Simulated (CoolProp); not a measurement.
Model: reference Helmholtz-energy equation of state, Lemmon 2006, in CoolProp. It is a short technical equation, of lower accuracy than the large ones.

Task: Give the vapour pressure (MPa), liquid density (kg/m³), vapour density (kg/m³), liquid cp (kJ/(kg K)) of saturated acetone at 311.1, 322.6, 368.5 K.

Result: 
```csv
T (K),p (MPa),liquid density (kg/m³),vapour density (kg/m³),liquid cp (kJ/(kg K))
311.1,0.0523,770,1.22,2.18
322.6,0.0804,757,1.82,2.21
368.5,0.330,700,6.99,2.37
```
